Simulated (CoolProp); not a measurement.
A single-stage vapour-compression cycle with R227EA: evaporating at 244.15 K (dew point), condensing at 271.15 K (bubble point), superheat 8 K, subcooling 5 K, compressor efficiency 0.75, no pressure losses. Each further row changes one setting.

Computed with CoolProp (reference Helmholtz-energy equation of state, Lemmon 2016).

| case | cooling COP | pressure ratio | discharge temperature (K) | refrigerating effect (kJ/kg) | volumetric capacity (kJ/m³) |
|---|---|---|---|---|---|
| as stated | 6.27 | 3.20 | 280.3 | 119 | 564 |
| evaporating temperature 249.15 K | 8.05 | 2.52 | 279.7 | 123 | 725 |
| condensing temperature 266.15 K | 7.90 | 2.63 | 275.4 | 125 | 590 |
| subcooling 10 K | 6.56 | 3.20 | 280.3 | 125 | 590 |
| superheat 18 K | 6.38 | 3.20 | 290.5 | 127 | 574 |
| compressor efficiency 0.65 | 5.44 | 3.20 | 283.9 | 119 | 564 |
